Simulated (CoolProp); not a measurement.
Cyclopropane along the isobar 39.9 bar: Z from the reference equation and from simpler models built on Tc = 398.7 K, pc = 56.05 bar, ω = 0.131; each cubic takes its own stable root.

Computed with CoolProp (reference Helmholtz-energy equation of state, Polt 1992). This equation is an older, rougher fit; its heat capacities, sound speeds and derivatives of the liquid may be far off and weren't checked against measurements.

```json
[
 {"T (K)": "317.6", "phase": "liquid", "reference": "0.1068", "van der Waals": "0.1679", "Redlich-Kwong": "0.1192", "Soave-Redlich-Kwong": "0.1169", "Peng-Robinson": "0.1033"},
 {"T (K)": "331.7", "phase": "liquid", "reference": "0.1067", "van der Waals": "0.1681", "Redlich-Kwong": "0.1206", "Soave-Redlich-Kwong": "0.1180", "Peng-Robinson": "0.1043"},
 {"T (K)": "345.8", "phase": "liquid", "reference": "0.1076", "van der Waals": "0.1704", "Redlich-Kwong": "0.1236", "Soave-Redlich-Kwong": "0.1208", "Peng-Robinson": "0.1068"},
 {"T (K)": "360", "phase": "liquid", "reference": "0.1102", "van der Waals": "0.1766", "Redlich-Kwong": "0.1296", "Soave-Redlich-Kwong": "0.1264", "Peng-Robinson": "0.1119"},
 {"T (K)": "374.1", "phase": "liquid", "reference": "0.1161", "van der Waals": "0.6421", "Redlich-Kwong": "0.1425", "Soave-Redlich-Kwong": "0.1383", "Peng-Robinson": "0.1228"},
 {"T (K)": "388.2", "phase": "gas", "reference": "0.6397", "van der Waals": "0.6961", "Redlich-Kwong": "0.6536", "Soave-Redlich-Kwong": "0.6497", "Peng-Robinson": "0.6250"},
 {"T (K)": "402.3", "phase": "gas", "reference": "0.7035", "van der Waals": "0.7351", "Redlich-Kwong": "0.7075", "Soave-Redlich-Kwong": "0.7085", "Peng-Robinson": "0.6846"},
 {"T (K)": "416.5", "phase": "gas", "reference": "0.7477", "van der Waals": "0.7658", "Redlich-Kwong": "0.7475", "Soave-Redlich-Kwong": "0.7516", "Peng-Robinson": "0.7284"},
 {"T (K)": "430.6", "phase": "gas", "reference": "0.7807", "van der Waals": "0.7907", "Redlich-Kwong": "0.7788", "Soave-Redlich-Kwong": "0.7851", "Peng-Robinson": "0.7627"},
 {"T (K)": "444.7", "phase": "gas", "reference": "0.8067", "van der Waals": "0.8116", "Redlich-Kwong": "0.8044", "Soave-Redlich-Kwong": "0.8123", "Peng-Robinson": "0.7906"},
 {"T (K)": "458.9", "phase": "gas", "reference": "0.8278", "van der Waals": "0.8295", "Redlich-Kwong": "0.8260", "Soave-Redlich-Kwong": "0.8352", "Peng-Robinson": "0.8142"},
 {"T (K)": "473", "phase": "gas", "reference": "0.8451", "van der Waals": "0.8449", "Redlich-Kwong": "0.8441", "Soave-Redlich-Kwong": "0.8544", "Peng-Robinson": "0.8341"}
]
```

At some of these states van der Waals gives the other phase, because its saturation line lies elsewhere.
